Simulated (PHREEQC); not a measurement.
Consider water at 70 °C with 31 mmol/kgw ZnCl2. Closed to the air; pH follows from the charge balance.

The numbers come from PHREEQC with the ion-association model, phreeqc.dat.

```json
[
 {"quantity": "pH", "before": "4.84", "after": "5.36"},
 {"quantity": "ionic strength (mol/kgw)", "before": "0.0777", "after": "0.0910"}
]
```

**Question.** Name the change that produced these shifts.
(A) ZnCl2 from 0.031 to 0.31 mol/kgw
(B) diluted 100-fold with water
(C) diluted 10-fold with water
(D) temperature from 70 to 10 °C
(E) ZnCl2 replaced by CuCl2 at the same molality

**Answer.** D, temperature from 70 to 10 °C

This is a speciation only: nothing precipitates in the calculation. Away from 25 °C the constants follow the database's enthalpies or fits; those with neither stay at their 25 °C values.
